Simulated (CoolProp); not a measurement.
The fluid at 298.15 K and 0.0242 MPa is throttled through a valve to 0.00183 MPa with no heat exchange. The same conditions are run with several fluids, on thermodynamics alone (safety and materials aside).

Computed with CoolProp (reference Helmholtz-energy equation of state of each fluid (the fluoroketone C6F12O (FK-5-1-12): McLinden 2015; nitrous oxide: Lemmon 2006; R1132(E): Akasaka 2024; carbon monoxide: Lemmon 2006; R1233zd(E): Akasaka 2022)).

```csv
fluid,temperature change (K),final density (kg/m³)
the fluoroketone C6F12O (FK-5-1-12),-0.6,0.234
nitrous oxide,-0.2,0.0325
R1132(E),-0.4,0.0473
carbon monoxide,-0.1,0.0207
R1233zd(E),-0.7,0.0966
```
